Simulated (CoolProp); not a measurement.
Sulfur dioxide along the isotherm 392.9 K: fugacity coefficient from the reference equation and from simpler models built on Tc = 430.6 K, pc = 7.887 MPa, ω = 0.256; each cubic takes its own stable root.

Model: reference Helmholtz-energy equation of state, Gao 2016, in CoolProp.

```csv
p (MPa),phase,reference
0.282,gas,0.9830
0.563,gas,0.9660
0.845,gas,0.9491
1.13,gas,0.9320
1.41,gas,0.9153
1.69,gas,0.8986
1.97,gas,0.8819
2.25,gas,0.8652
2.53,gas,0.8485
2.82,gas,0.8311
3.1,gas,0.8143
3.38,gas,0.7974
3.66,gas,0.7803
3.94,gas,0.7630
```

Task: How far does each simpler model (Redlich-Kwong, Soave-Redlich-Kwong) lie from the reference over these 14 states: mean and median of the absolute difference, and the worst?

Result: 
- Redlich-Kwong: mean 1.2 %, median 1.1 %, worst +2.6 % at 392.9 K and 3.94 MPa
- Soave-Redlich-Kwong: mean 0.7 %, median 0.6 %, worst +1.5 % at 392.9 K and 3.94 MPa
